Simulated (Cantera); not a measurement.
A closed system holds: 1 mol BF₃, 2.5 mol O₂, 2.1 mol N₂, equilibrated at 1673 K and 0.000310 bar.

These are equilibrium values from Cantera (NASA tables, ideal gas, pure condensed phases), not measurements of a reactor. Candidate condensed phases: B, BN, B₂O₃; 31 gas species. Rates play no part.

Base state: O₂ 0.441, N₂ 0.372, BF₃ 0.175, F 0.00583, BOF 0.00291, NO 0.00260, O 0.00126, BOF₂ 1.60e-5 (mole fractions); condensed: gas only.

Question: What changes in the equilibrium state with this change: temperature from 1673 K to 2025 K?

Answer: 
```csv
species,before,after
O₂,0.441,0.368
N₂,0.372,0.340
BF₃,0.175,0.117
F,0.00583,0.0928
O,0.00126,0.0279
BOF,0.00291,0.0463
BF₂,4.50e-7,4.78e-5
BOF₂,1.60e-5,7.65e-5
```
The tables' values for BF₂ are old estimates; treat these amounts as uncertain.
